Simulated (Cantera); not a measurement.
**Pyrogenic steam for wet oxidation**

An isothermal, constant-pressure homogeneous reactor starts with 54.2 % H2, 30.1 % O2, 15.7 % N2, equivalence ratio 0.90, at 1350 K and 443 Torr.

Cantera simulation using the H2/O2 subset of GRI-Mech 3.0, which has no nitrogen chemistry; the numbers are that mechanism's predictions, not measurements. The temperature is held fixed by assumption; the heat of reaction is taken as removed at once.

```csv
t (s),x H2,x O2,x O,x HO2,x H2O
2.00e-6,0.542,0.301,4.46e-8,1.72e-7,2.00e-7
9.28e-6,0.542,0.301,1.99e-5,6.41e-6,0.000156
4.31e-5,0.0531,0.0685,0.00993,0.000101,0.612
0.000200,0.00524,0.0432,0.000412,4.59e-5,0.734
0.000928,0.000348,0.0413,2.17e-5,6.77e-6,0.743
0.00431,2.03e-5,0.0413,1.98e-6,5.06e-7,0.744
0.0200,2.58e-6,0.0413,3.31e-7,7.85e-8,0.744
0.0928,1.04e-6,0.0413,1.22e-7,4.28e-8,0.744
0.431,9.79e-7,0.0413,1.12e-7,4.17e-8,0.744
2.00,9.79e-7,0.0413,1.12e-7,4.17e-8,0.744
```
x: mole fraction; the columns are a selection and need not sum to one.

Equilibrium at this temperature and pressure: H2 9.79e-7, O2 0.0413, O 1.12e-7, HO2 4.17e-8, H2O 0.744 (gas phase only).
